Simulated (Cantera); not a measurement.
Cantera run:

```python
import numpy as np
import cantera as ct

gas_names = """
    O O2 O3 S SO SO2 SO3 S2 S2O S8
""".split()
cond_names = """
    S(cr1) S(cr2) S(L)
""".split()


# ... load() reads the species with a 1 bar reference pressure and builds the phases ...
atoms = {
    'SO2': {'S': 1, 'O': 2},
}
top_T = {}  # K; cautious upper limits of use, not melting points


# ... equilibrate(T, P, feed) seeds the gas with the atoms and calls Mixture.equilibrate('TP', solver="vcs", rtol=1e-11, max_steps=5000) ...
results = []
feed = {'SO2': 1}  # mol
T = 3425  # K
for P in [10, 200, 3900, 77000, 1500000, 30000000]:
    mix = equilibrate(T, P, feed)
    results.append((T, P, feed, dict(zip(mix.species_names, mix.species_moles))))

top = {s: max(r[3][s] / sum(r[3][g] for g in gas_names) for r in results) for s in gas_names}
cols = sorted((s for s in top if top[s] > 0.0001), key=lambda s: -top[s])[:6]
seen = [c for c in cond_names if any(r[3].get(c, 0) > 1e-12 for r in results)]
print("log10 of partial pressures in bar; condensed amounts in mol")
print(f"{'P/Pa':>10s}" + "".join(f"{s[:9]:>10s}" for s in cols + seen))
for T, P, feed, n in results:
    ng = sum(n[g] for g in gas_names)
    print(f"{P:10.4g}" + "".join(f"{np.log10(max(n[s] / ng * P / 1e5, 1e-99)):10.3f}" for s in cols)
          + "".join(f"{n.get(c, 0):10.4g}" for c in seen))
```

Result:

```
log10 of partial pressures in bar; condensed amounts in mol
      P/Pa       SO2         O         S        SO        O2        S2
        10   -10.215    -4.177    -4.478    -6.981    -7.571    -8.709
       200    -6.344    -2.884    -3.192    -4.403    -4.985    -6.138
      3900    -2.889    -1.708    -2.089    -2.124    -2.633    -3.932
   7.7e+04    -0.577    -0.893    -1.407    -0.627    -1.004    -2.567
   1.5e+06     1.021    -0.340    -0.915     0.418     0.102    -1.582
     3e+07     2.422     0.134    -0.461     1.345     1.049    -0.676
```

These are equilibrium values from Cantera (NASA tables, ideal gas, pure condensed phases), not measurements of a reactor. The ideal-gas law is rough above about 30 bar.
